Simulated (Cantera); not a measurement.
Charge: 1 mol SiHCl₃, 0.054 mol Cl₂, 73 mol H₂, a varied amount of HCl, equilibrated at 1127 °C and 0.100 bar.

Cantera equilibrium calculation (NASA polynomials, part measured and part estimated; ideal gas, pure solids and liquids). Candidate condensed phases: Si; 19 gas species. Kinetics and transport are ignored.

### Question
What share of the Si ends up in condensed phases as a function of n(HCl) (mol), at 0.4, 0.6, 0.9, 1.4, 2, 3.1, 4.6?

### Answer
```
n(HCl) (mol)  Si condensed (%)     as
------------  ----------------  -----
0.4                       65.1  Si(s)
0.6                       61.7  Si(s)
0.9                       56.4  Si(s)
1.4                       47.2  Si(s)
2                         35.4  Si(s)
3.1                       12.1  Si(s)
4.6                        0.0      -
```
